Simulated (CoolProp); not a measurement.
Saturated liquid density (kg/m³) of n-decane: the reference equation beside estimates from Tc = 617.7 K, pc = 2101 kPa, ω = 0.488.

The numbers come from the reference Helmholtz-energy equation of state, Lemmon 2006 in CoolProp. It is a short technical equation, of lower accuracy than the large ones.

```tsv
T (K)	reference	Redlich-Kwong	Soave-Redlich-Kwong
343.6	690.9	545.9	575.8
358.7	679.0	536.2	567.7
373.9	666.7	526.0	559.0
389	654.4	515.3	549.8
404.2	641.7	504.1	539.9
419.3	628.8	492.4	529.3
434.5	615.5	480.0	517.9
449.6	601.7	467.0	505.7
464.7	587.5	453.2	492.5
479.9	572.4	438.6	478.1
```

Absolute difference from the reference over all 10 rows, mean and median: Redlich-Kwong 21.8 and 21.6 %, Soave-Redlich-Kwong 16.1 and 16.1 %.
